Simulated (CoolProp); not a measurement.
Properties of m-xylene along the isotherm 346.85 °C (Tc = 343.7 °C, pc = 3535 kPa, ω = 0.326).

Computed with CoolProp (reference Helmholtz-energy equation of state, Zhou 2012).

```
p (kPa)  phase       Z  viscosity (µPa s)
-------  -----  ------  -----------------
221        gas  0.9773               13.4
442        gas  0.9539               13.5
663        gas  0.9298               13.6
884        gas  0.9049               13.7
1100       gas  0.8797               13.8
1330       gas  0.8518               13.9
1550       gas  0.8239               14.0
1770       gas  0.7946               14.1
```

Viscosity comes from a separate model (Cao 2016).
